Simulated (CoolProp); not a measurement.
The numbers come from the reference Helmholtz-energy equation of state, Thol 2014 in CoolProp.

Question: For diethyl ether, give the phase and the speed of sound (m/s), Joule-Thomson coefficient (K/MPa) at 358.7 K and 101 kPa; 437.6 K and 101 kPa.

Answer: 
- 358.7 K and 101 kPa: gas; speed of sound 203, Joule-Thomson coefficient 20.0
- 437.6 K and 101 kPa: gas; speed of sound 225, Joule-Thomson coefficient 9.74
